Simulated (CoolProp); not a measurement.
Vapour-liquid equilibrium of ethylene (1) + propylene (2) at 4.25 bar; x and y are mole fractions of (1).

Values from CoolProp's multi-fluid Helmholtz-energy mixture model, Smukala 2000 and Lemmon 2013; pair parameters Bell 2016.

| x | bubble temperature, mixture model (°C) | bubble temperature, Raoult's law (°C) | y, mixture model | y, Raoult's law |
|---|---|---|---|---|
| 0.05 | -18.4 | -19.4 | 0.257 | 0.302 |
| 0.125 | -28.9 | -30.2 | 0.519 | 0.567 |
| 0.2 | -37.5 | -38.4 | 0.679 | 0.716 |
| 0.275 | -44.5 | -45.0 | 0.779 | 0.806 |
| 0.35 | -50.1 | -50.4 | 0.843 | 0.864 |
| 0.425 | -54.7 | -54.9 | 0.887 | 0.903 |
| 0.5 | -58.6 | -58.7 | 0.917 | 0.930 |
| 0.575 | -61.9 | -62.0 | 0.939 | 0.950 |
| 0.65 | -64.8 | -64.9 | 0.956 | 0.965 |
| 0.725 | -67.3 | -67.4 | 0.969 | 0.976 |
| 0.8 | -69.6 | -69.7 | 0.979 | 0.985 |
| 0.875 | -71.6 | -71.8 | 0.988 | 0.991 |
| 0.95 | -73.6 | -73.7 | 0.995 | 0.997 |

The largest gap from Raoult's law is +1.3 K in bubble temperature, at x = 0.125. No azeotrope shows between x = 0.05 and 0.95.

Pair parameters are fitted to limited data, so mixtures are less certain than the pure fluids.
